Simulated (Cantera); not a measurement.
A closed system holds: 1 mol CH₃F, 0.037 mol F₂, 2.7 mol H₂, held at 750 K and 1.80 Pa.

Method: chemical equilibrium by Gibbs-energy minimisation in Cantera with the NASA 1993 tables (ideal gas, pure condensed phases). Candidate condensed phases: C, C₆H₆, C₇H₈, C₈H₁₈; 95 gas species. Equilibrium is a limit: real reactors are often held back by kinetics, nucleation or transport.

Base state: H₂ 0.773, HF 0.227, CH₄ 3.44e-5 (mole fractions); condensed: C(graphite).

Q: What changes in the equilibrium state with this change: CH₃F replaced by CH₂F₂?

A: 
```
species            before    after
----------------  -------  -------
H₂                  0.773    0.562
HF                  0.227    0.438
CH₄               3.44e-5  1.82e-5
C(graphite), mol    1.000    1.000
```

Q: What changes in the equilibrium state with this change: temperature from 750 K to 2223 K?

A: 
```
species           before     after
----------------  ------  --------
H                  <1e-9     0.657
H₂                 0.773     0.190
HF                 0.227     0.152
C₂H₂ (acetylene)   <1e-9  0.000550
F                  <1e-9  0.000488
C₃                 <1e-9  0.000213
C                  <1e-9  0.000127
C(graphite), mol   1.000     0.985
```
